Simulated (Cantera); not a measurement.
Ignition delay

Mixture: C₃H₈ : O₂ : N₂ = 1 : 8.2 : 52.5 (molar parts), equivalence ratio 0.61, at 17.0 bar, adiabatic and at constant pressure. Ignition delay is the time to a rise of 400 K.

Cantera simulation using GRI-Mech 3.0 (53 species, 325 reactions); the numbers are that mechanism's predictions, not measurements. GRI-Mech 3.0 was tuned for natural gas; its chemistry of propane as a main component is partial and can be far from experiment. The pressure lies above the range GRI-Mech 3.0 was tuned for (to about 10 atm).

| T0 (K) | delay (ms) |
|---|---|
| 1298 | 0.293 |
| 1398 | 0.0693 |
| 1498 | 0.0211 |
| 1598 | 0.00816 |
| 1698 | 0.00390 |
| 1798 | 0.00223 |

The apparent activation energy between 1598 and 1798 K is 150 kJ/mol.
